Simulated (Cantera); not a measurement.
Charge: 1 mol Ti, 0.4 mol C3H8, 82 mol H2, equilibrated at 1125 K and 1.00 bar.

These are equilibrium values from Cantera (NASA tables, ideal gas, pure condensed phases), not measurements of a reactor. Candidate condensed phases: C, C6H6, C7H8, C8H18, Ti, TiC; 77 gas species. TiC: taken at fixed stoichiometry. Equilibrium is a limit: real reactors are often held back by kinetics, nucleation or transport.

Base state: H2 0.998, CH4 0.00240 (mole fractions); condensed: TiC(s).

Task: What changes in the equilibrium state with this change: C3H8 from 0.4 to 0.89 mol?

Result: 
```json
[
 {"species": "H2", "before": "0.998", "after": "0.980"},
 {"species": "CH4", "before": "0.00240", "after": "0.0199"},
 {"species": "TiC(s), mol", "before": "1.00", "after": "1.00"}
]
```

Task: What changes in the equilibrium state with this change: C3H8 from 0.4 to 0.7 mol?

Result: 
```tsv
species	before	after
H2	0.998	0.987
CH4	0.00240	0.0131
TiC(s), mol	1.00	1.00
```

Task: What changes in the equilibrium state with this change: Ti replaced by TiCl4?

Result: 
```csv
species,before,after
H2,0.998,0.955
HCl,0,0.0366
CH4,0.00240,0.00513
TiCl4,0,0.00214
TiCl3,0,0.000634
"TiC(s), mol",1.00,0.764
```
Further candidate phases: TiCl2, TiCl3, TiCl4.
